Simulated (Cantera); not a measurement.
**C2H5OH + H2 (carbon deposition, reforming and gasification)**

Input: 1 mol C2H5OH, 3.1 mol H2, equilibrated at 800 K and 0.100 bar.

Cantera equilibrium calculation (NASA polynomials, part measured and part estimated; ideal gas, pure solids and liquids). Candidate condensed phases: C, C6H6, C7H8, C8H18, H2O; 110 gas species. The numbers say what is thermodynamically allowed, not how fast it happens.

| Quantity | Result |
|---|---|
| x(H2) | 0.773 |
| x(H2O) | 0.0814 |
| x(CH4) | 0.0804 |
| x(CO) | 0.0450 |
| x(CO2) | 0.0200 |
| n(C(graphite)) | 1.13 mol |
| gas amount | 6.008 mol |
